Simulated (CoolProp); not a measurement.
Water at 318.76 K and 0.0063 MPa is throttled through a valve to 0.00323 MPa with no heat exchange. Each further row changes one setting.

The numbers come from the reference Helmholtz-energy equation of state, Wagner 2002 in CoolProp.

```json
[
 {"case": "as stated", "temperature change (K)": "(withheld)", "final density (kg/m³)": "0.0220"},
 {"case": "outlet pressure 0.000969 MPa", "temperature change (K)": "(withheld)", "final density (kg/m³)": "0.00661"},
 {"case": "outlet pressure 0.0042 MPa", "temperature change (K)": "(withheld)", "final density (kg/m³)": "0.0286"}
]
```

Problem. Some entries are withheld; supply them.

Solution. 
- as stated, temperature change (K): -0.5
- outlet pressure 0.000969 MPa, temperature change (K): -0.8
- outlet pressure 0.0042 MPa, temperature change (K): -0.3
